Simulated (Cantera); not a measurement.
A Cantera script and what it prints.

```python
import numpy as np
import cantera as ct

gas_names = """
    F F2 N NF NF2 NF3 N2 Si SiF SiF2 SiF3 SiF4 SiN Si2 Si2N Si3
""".split()
cond_names = """
    Si(cr) Si(L) Si3N4(a)
""".split()


# ... load() reads the species with a 1 bar reference pressure and builds the phases ...
atoms = {
    'Si': {'Si': 1},
    'F2': {'F': 2},
    'N2': {'N': 2},
}
top_T = {'Si3N4(a)': 2400}  # K; cautious upper limits of use, not melting points


# ... equilibrate(T, P, feed) seeds the gas with the atoms and calls Mixture.equilibrate('TP', solver="vcs", rtol=1e-11, max_steps=5000) ...
results = []
feed = {'Si': 1, 'F2': 6.7, 'N2': 77}  # mol
P = 93  # Pa
for T in [475, 550, 625, 700, 775, 850, 925, 1000, 1075, 1150, 1225, 1300, 1375]:
    mix = equilibrate(T, P, feed)
    results.append((T, P, feed, dict(zip(mix.species_names, mix.species_moles))))

top = {s: max(r[3][s] / sum(r[3][g] for g in gas_names) for r in results) for s in gas_names}
cols = sorted((s for s in top if top[s] > 1e-05), key=lambda s: -top[s])[:5]
seen = [c for c in cond_names if any(r[3].get(c, 0) > 1e-12 for r in results)]
print("log10 of partial pressures in bar; condensed amounts in mol")
print(f"{'T/K':>10s}" + "".join(f"{s[:9]:>10s}" for s in cols + seen))
for T, P, feed, n in results:
    ng = sum(n[g] for g in gas_names)
    print(f"{T:10.4g}" + "".join(f"{np.log10(max(n[s] / ng * P / 1e5, 1e-99)):10.3f}" for s in cols)
          + "".join(f"{n.get(c, 0):10.4g}" for c in seen))
```

Result:

```
log10 of partial pressures in bar; condensed amounts in mol
       T/K        N2         F        F2       NF3      SiF4
       475    -3.055    -9.069    -6.734    -4.438    -4.932
       550    -3.055    -7.209    -5.433    -4.468    -4.933
       625    -3.059    -5.871    -4.602    -4.726    -4.941
       700    -3.064    -5.021    -4.360    -5.543    -4.950
       775    -3.070    -4.480    -4.456    -6.636    -4.957
       850    -3.079    -4.160    -4.788    -7.916    -4.965
       925    -3.085    -4.037    -5.361    -9.425    -4.971
      1000    -3.086    -4.008    -6.000   -10.933    -4.973
      1075    -3.086    -4.002    -6.589   -12.285    -4.973
      1150    -3.087    -4.001    -7.110   -13.473    -4.973
      1225    -3.087    -4.000    -7.570   -14.518    -4.973
      1300    -3.087    -4.000    -7.978   -15.442    -4.973
      1375    -3.087    -4.000    -8.343   -16.266    -4.973
```

Cantera equilibrium calculation (NASA polynomials, part measured and part estimated; ideal gas, pure solids and liquids).
